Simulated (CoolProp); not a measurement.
trans-2-butene along the isotherm 479.9 K: density (kg/m³) from the reference equation and from simpler models built on Tc = 428.6 K, pc = 4019 kPa, ω = 0.210; each cubic takes its own stable root.

Model: reference Helmholtz-energy equation of state, Lemmon 2005, in CoolProp. It is a short technical equation, of lower accuracy than the large ones.

| p (kPa) | phase | reference | ideal gas | van der Waals | Redlich-Kwong | Soave-Redlich-Kwong | Peng-Robinson |
|---|---|---|---|---|---|---|---|
| 127 | gas | 1.799 | 1.786 | 1.799 | 1.800 | 1.799 | 1.801 |
| 198 | gas | 2.817 | 2.784 | 2.816 | 2.818 | 2.817 | 2.821 |
| 308 | gas | 4.412 | 4.331 | 4.408 | 4.415 | 4.410 | 4.422 |
| 480 | gas | 6.951 | 6.749 | 6.940 | 6.956 | 6.945 | 6.974 |
| 747 | gas | 11.00 | 10.50 | 10.98 | 11.02 | 10.99 | 11.06 |
| 1160 | gas | 17.57 | 16.31 | 17.51 | 17.60 | 17.52 | 17.70 |
| 1810 | gas | 28.75 | 25.45 | 28.61 | 28.82 | 28.60 | 29.07 |
| 2820 | gas | 48.72 | 39.65 | 48.53 | 48.94 | 48.20 | 49.47 |
| 4390 | supercritical | 89.49 | 61.73 | 91.24 | 90.46 | 87.11 | 90.85 |
| 6840 | supercritical | 197.7 | 96.18 | 209.8 | 199.4 | 179.5 | 190.9 |
| 10600 | supercritical | 334.1 | 149.1 | 273.2 | 304.4 | 287.7 | 312.5 |
| 16600 | supercritical | 402.8 | 233.4 | 311.9 | 370.9 | 359.7 | 395.2 |
| 25800 | supercritical | 451.3 | 362.8 | 342.9 | 424.2 | 416.3 | 459.6 |
| 40200 | supercritical | 494.0 | 565.3 | 370.6 | 472.5 | 466.9 | 516.5 |
